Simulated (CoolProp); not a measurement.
A Linde-Hampson liquefier for ethane: isothermal reversible compression at 320 K from 1 atm to 30 MPa, throttling to 1 atm, return gas leaving the recuperator 2 K below the feed. Each further row changes one setting.

Model: reference Helmholtz-energy equation of state, Bücker 2006, in CoolProp.

```
case                        liquid yield per pass  compression work (kJ/kg of gas)
--------------------------  ---------------------  -------------------------------
as stated                                       ?                              390
high pressure 60 MPa                            ?                              457
warm-end temperature 350 K                      ?                              457
warm-end gap 7 K                            0.457                              390
```

Problem. What belongs in the gaps?

Solution. 
- as stated, liquid yield per pass: 0.464
- high pressure 60 MPa, liquid yield per pass: 0.436
- warm-end temperature 350 K, liquid yield per pass: 0.390
